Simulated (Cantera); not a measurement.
An isothermal, constant-pressure homogeneous reactor starts with 5.66 % H₂, 4.72 % O₂, 89.6 % N₂, equivalence ratio 0.60, at 1300 K and 1.00 bar.

Detailed kinetics in Cantera: the H2/O2 subset of GRI-Mech 3.0, which has no nitrogen chemistry. The temperature is held fixed by assumption; the heat of reaction is taken as removed at once.

One state of this run: x H₂ = 3.65e-8; x O₂ = 0.0194; x H₂O = 0.0583; x OH = 4.43e-6; x HO₂ = 4.79e-9. x: mole fraction; the columns are a selection and need not sum to one.

Task: Which value of t (s) does it belong to?
A. 0.0797
B. 7.94e-5
C. 20.1
D. 0.317

Result: C, 20.1
